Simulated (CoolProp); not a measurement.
Vapour-liquid equilibrium of R1234yf (1) + R227EA (2) at 319.5 K; x and y are mole fractions of (1).

Computed with CoolProp (multi-fluid Helmholtz-energy mixture model, Lemmon 2022 and Lemmon 2016; pair parameters Bell 2016).

Task: Give the bubble pressure and the first vapour's composition at x = 0.35, 0.5, 0.65. Is there an azeotrope?

Result: x = 0.35: 9.580 bar, y = 0.411; x = 0.5: 10.11 bar, y = 0.563; x = 0.65: 10.64 bar, y = 0.705. No azeotrope shows between x = 0.05 and 0.95.

Pair parameters are fitted to limited data, so mixtures are less certain than the pure fluids.
